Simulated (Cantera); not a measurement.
Charge: 1 mol Al₂O₃, 1.7 mol N₂, at 260 Pa.

Cantera equilibrium calculation (NASA polynomials, part measured and part estimated; ideal gas, pure solids and liquids). Candidate condensed phases: Al, AlN, Al₂O₃; 16 gas species. Equilibrium is a limit: real reactors are often held back by kinetics, nucleation or transport.

Task: Which condensed phases are stable at each of these points (T (°C)): 1877, 1927, 1977, 2027, 2077, 2127, 2177, 2227, 2277, 2327, 2377, 2427?

Result: 
| T (°C) | condensed phases | Al condensed (%) |
|---|---|---|
| 1877 | Al₂O₃(s) | 100.0 |
| 1927 | Al₂O₃(s) | 100.0 |
| 1977 | Al₂O₃(s) | 100.0 |
| 2027 | Al₂O₃(s) | 100.0 |
| 2077 | Al₂O₃(l) | 99.9 |
| 2127 | Al₂O₃(l) | 99.9 |
| 2177 | Al₂O₃(l) | 99.8 |
| 2227 | Al₂O₃(l) | 99.6 |
| 2277 | Al₂O₃(l) | 99.3 |
| 2327 | Al₂O₃(l) | 98.8 |
| 2377 | Al₂O₃(l) | 97.9 |
| 2427 | Al₂O₃(l) | 96.3 |

From 1877 °C to 2027 °C the condensed part is Al₂O₃(s). From 2077 °C to 2427 °C the condensed part is Al₂O₃(l).
